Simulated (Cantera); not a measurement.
Charge: 1 mol CH₃OH, 0.062 mol CO₂, held at 1752 °C and 100 Pa.

These are equilibrium values from Cantera (NASA tables, ideal gas, pure condensed phases), not measurements of a reactor. Candidate condensed phases: C, C₆H₆, C₇H₈, C₈H₁₈, H₂O; 110 gas species. Rates play no part.

Problem. What is the equilibrium state?

Solution. 
```json
{
 "x(H₂)": "0.597",
 "x(CO)": "0.337",
 "x(H)": "0.0470",
 "x(H₂O)": "0.0175",
 "x(CO₂)": "0.00211",
 "x(OH)": "0.000144",
 "x(O)": "8.25e-6",
 "gas_amount": "3.136 mol",
 "log10 activity of C(graphite) (absent)": "-5.91"
}
```
